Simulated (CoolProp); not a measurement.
Water along the isotherm 198.55 °C: density (kg/m³) from the reference equation and from simpler models built on Tc = 373.9 °C, pc = 22060 kPa, ω = 0.344; each cubic takes its own stable root.

Computed with CoolProp (reference Helmholtz-energy equation of state, Wagner 2002).

```json
[
 {"p (kPa)": "3450", "phase": "liquid", "reference": "867.8", "van der Waals": "17.77", "Redlich-Kwong": "592.5", "Soave-Redlich-Kwong": "628.2", "Peng-Robinson": "711.5"},
 {"p (kPa)": "6890", "phase": "liquid", "reference": "870.3", "van der Waals": "412.3", "Redlich-Kwong": "595.3", "Soave-Redlich-Kwong": "630.1", "Peng-Robinson": "713.3"},
 {"p (kPa)": "10300", "phase": "liquid", "reference": "872.8", "van der Waals": "415.6", "Redlich-Kwong": "597.9", "Soave-Redlich-Kwong": "631.8", "Peng-Robinson": "715.0"},
 {"p (kPa)": "13800", "phase": "liquid", "reference": "875.3", "van der Waals": "418.8", "Redlich-Kwong": "600.6", "Soave-Redlich-Kwong": "633.6", "Peng-Robinson": "716.7"},
 {"p (kPa)": "17200", "phase": "liquid", "reference": "877.6", "van der Waals": "421.7", "Redlich-Kwong": "603.0", "Soave-Redlich-Kwong": "635.3", "Peng-Robinson": "718.4"},
 {"p (kPa)": "20700", "phase": "liquid", "reference": "880.0", "van der Waals": "424.5", "Redlich-Kwong": "605.5", "Soave-Redlich-Kwong": "637.0", "Peng-Robinson": "720.0"},
 {"p (kPa)": "24100", "phase": "liquid", "reference": "882.3", "van der Waals": "427.1", "Redlich-Kwong": "607.8", "Soave-Redlich-Kwong": "638.6", "Peng-Robinson": "721.6"},
 {"p (kPa)": "27600", "phase": "liquid", "reference": "884.6", "van der Waals": "429.6", "Redlich-Kwong": "610.1", "Soave-Redlich-Kwong": "640.2", "Peng-Robinson": "723.2"},
 {"p (kPa)": "31000", "phase": "liquid", "reference": "886.8", "van der Waals": "431.8", "Redlich-Kwong": "612.2", "Soave-Redlich-Kwong": "641.7", "Peng-Robinson": "724.7"},
 {"p (kPa)": "34500", "phase": "liquid", "reference": "889.0", "van der Waals": "434.1", "Redlich-Kwong": "614.4", "Soave-Redlich-Kwong": "643.3", "Peng-Robinson": "726.2"},
 {"p (kPa)": "37900", "phase": "liquid", "reference": "891.1", "van der Waals": "436.1", "Redlich-Kwong": "616.4", "Soave-Redlich-Kwong": "644.7", "Peng-Robinson": "727.6"},
 {"p (kPa)": "41400", "phase": "liquid", "reference": "893.3", "van der Waals": "438.2", "Redlich-Kwong": "618.5", "Soave-Redlich-Kwong": "646.2", "Peng-Robinson": "729.1"},
 {"p (kPa)": "44800", "phase": "liquid", "reference": "895.3", "van der Waals": "440.1", "Redlich-Kwong": "620.4", "Soave-Redlich-Kwong": "647.6", "Peng-Robinson": "730.5"},
 {"p (kPa)": "48300", "phase": "liquid", "reference": "897.4", "van der Waals": "441.9", "Redlich-Kwong": "622.3", "Soave-Redlich-Kwong": "649.0", "Peng-Robinson": "731.9"},
 {"p (kPa)": "51700", "phase": "liquid", "reference": "899.4", "van der Waals": "443.7", "Redlich-Kwong": "624.2", "Soave-Redlich-Kwong": "650.4", "Peng-Robinson": "733.2"},
 {"p (kPa)": "55200", "phase": "liquid", "reference": "901.4", "van der Waals": "445.4", "Redlich-Kwong": "626.0", "Soave-Redlich-Kwong": "651.7", "Peng-Robinson": "734.5"}
]
```

At some of these states van der Waals gives the other phase, because its saturation line lies elsewhere.
